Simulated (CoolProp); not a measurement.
Saturation properties of chlorine (Tc = 416.9 K, pc = 7.642 MPa, ω = 0.070).

Values from CoolProp's reference Helmholtz-energy equation of state, Thol 2021.

| T (K) | p (MPa) | vapour density (kg/m³) | enthalpy of vaporisation (kJ/kg) | liquid cp (kJ/(kg K)) |
|---|---|---|---|---|
| 193.3 | 0.007716 | 0.3417 | 311.5 | 0.9409 |
| 208.1 | 0.02039 | 0.8423 | 303.8 | 0.9382 |
| 222.9 | 0.04658 | 1.809 | 296.0 | 0.9378 |
| 237.7 | 0.09481 | 3.490 | 287.8 | 0.9403 |
| 252.5 | 0.1759 | 6.182 | 279.2 | 0.9462 |
| 267.3 | 0.3025 | 10.23 | 269.9 | 0.9562 |
| 282.1 | 0.4887 | 16.03 | 259.9 | 0.9708 |
| 296.9 | 0.7498 | 24.06 | 248.9 | 0.9908 |
| 311.7 | 1.101 | 34.85 | 236.8 | 1.017 |
| 326.5 | 1.559 | 49.12 | 223.3 | 1.053 |
| 341.3 | 2.140 | 67.79 | 208.0 | 1.102 |

It boils at 239.2 K under 1 atm.
